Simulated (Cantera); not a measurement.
Cantera run, input and output.

```python
import numpy as np
import cantera as ct

gas = ct.Solution("SiF4_NH3_mec.yaml", "gas")
gas.TPX = 2125, 160000, {'NH3': 1, 'N2': 0.7}
reactor = ct.IdealGasConstPressureReactor(gas, energy="off", clone=False)
net = ct.ReactorNet([reactor])
net.rtol, net.atol = 1e-08, 1e-18
show = ['NH3', 'N2', 'N2H2', 'N', 'NH', 'NH2', 'N2H4']
times = np.geomspace(0.0002, 20, 12)

steps = ct.SolutionArray(gas, extra=["t"])
rows = []
print(f"{'t/s':>10s}{'T/K':>9s}{'P/Pa':>11s}" + "".join(f"{s:>11s}" for s in show))
for t in times:
    while net.time < t:
        t_next = net.step()
        steps.append(gas.state, t=t_next)
    rows.append([np.interp(t, steps.t, y) for y in (steps.T, steps.P, *steps(*show).X.T)])
    print(f"{t:10.3e}{rows[-1][0]:9.1f}{rows[-1][1]:11.4g}" + "".join(f"{x:11.3e}" for x in rows[-1][2:]))
rate = np.gradient(steps.T, steps.t)
print("integrator steps:", len(steps.t))
if steps.T.max() > steps.T[0] + 200:
    print(f"time of steepest temperature rise: {steps.t[rate.argmax()]:.4e} s")
gas.TPX = 2125, 160000, {'NH3': 1, 'N2': 0.7}
gas.equilibrate("TP")
print(f"equilibrium (TP): T = {gas.T:.1f} K  " + "  ".join(f"{s} {gas[s].X[0]:.3e}" for s in show))
```

Output:

```
       t/s      T/K       P/Pa        NH3         N2       N2H2          N         NH        NH2       N2H4
 2.000e-04   2125.0    1.6e+05  5.663e-01  4.124e-01  7.214e-06  3.003e-07  2.028e-05  1.893e-03  1.023e-06
 5.696e-04   2125.0    1.6e+05  5.279e-01  4.146e-01  6.380e-06  7.410e-07  2.412e-05  1.662e-03  7.885e-07
 1.622e-03   2125.0    1.6e+05  4.368e-01  4.197e-01  4.782e-06  1.341e-06  2.681e-05  1.347e-03  5.177e-07
 4.620e-03   2125.0    1.6e+05  2.705e-01  4.291e-01  2.510e-06  1.779e-06  2.511e-05  9.263e-04  2.449e-07
 1.316e-02   2125.0    1.6e+05  8.920e-02  4.392e-01  6.412e-07  1.898e-06  1.749e-05  4.229e-04  5.105e-08
 3.748e-02   2125.0    1.6e+05  9.006e-03  4.436e-01  3.605e-08  1.328e-06  6.342e-06  7.937e-05  1.796e-09
 1.067e-01   2125.0    1.6e+05  7.807e-04  4.439e-01  5.933e-10  2.694e-07  9.674e-07  9.091e-06  2.354e-11
 3.040e-01   2125.0    1.6e+05  1.877e-04  4.440e-01  3.752e-11  6.679e-08  2.374e-07  2.207e-06  1.388e-12
 8.658e-01   2125.0    1.6e+05  5.928e-05  4.440e-01  5.919e-12  2.114e-08  7.506e-08  6.975e-07  1.386e-13
 2.466e+00   2125.0    1.6e+05  2.084e-05  4.440e-01  2.845e-12  7.432e-09  2.639e-08  2.452e-07  1.713e-14
 7.022e+00   2125.0    1.6e+05  9.289e-06  4.440e-01  2.497e-12  3.313e-09  1.176e-08  1.093e-07  3.409e-15
 2.000e+01   2125.0    1.6e+05  7.289e-06  4.440e-01  2.464e-12  2.599e-09  9.230e-09  8.575e-08  2.102e-15
integrator steps: 2267
equilibrium (TP): T = 2125.0 K  NH3 7.252e-06  N2 4.440e-01  N2H2 2.464e-12  N 2.586e-09  NH 9.184e-09  NH2 8.533e-08  N2H4 2.081e-15
```

Computed with Cantera and the gas-phase N/H chemistry of the illustrative SiF4/NH3 mechanism in the Surface Chemkin manual (1991). Walls and surfaces, which speed up NH3 decomposition in real reactors, are not modelled.
